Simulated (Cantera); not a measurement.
Mixture: CO : H2 : O2 : N2 = 1 : 0.092 : 0.84 : 3.16 (molar parts), at 760 Torr, adiabatic and at constant volume. Ignition delay is the time to a rise of 400 K.

Detailed kinetics in Cantera: GRI-Mech 3.0 (53 species, 325 reactions). Below about 950 K walls govern HO2 and H2O2 in real vessels. Where the delays flatten at high temperature, the 400 K rule measures the pace of heat release, not the induction time.

What does this change do: pressure from 760 Torr to 3750 Torr?


```json
[
 {"quantity": "delay at 925 K", "before": "13.2 ms", "after": "35.0 ms"},
 {"quantity": "delay at 1000 K", "before": "0.763 ms", "after": "4.17 ms"},
 {"quantity": "delay at 1075 K", "before": "0.289 ms", "after": "0.544 ms"},
 {"quantity": "delay at 1150 K", "before": "0.174 ms", "after": "92.3 µs"},
 {"quantity": "delay at 1225 K", "before": "0.126 ms", "after": "36.6 µs"},
 {"quantity": "delay at 1300 K", "before": "0.101 ms", "after": "22.0 µs"}
]
```
The hydrogen kinetics of GRI-Mech 3.0 are dated; newer H2 mechanisms differ, most at raised pressure.
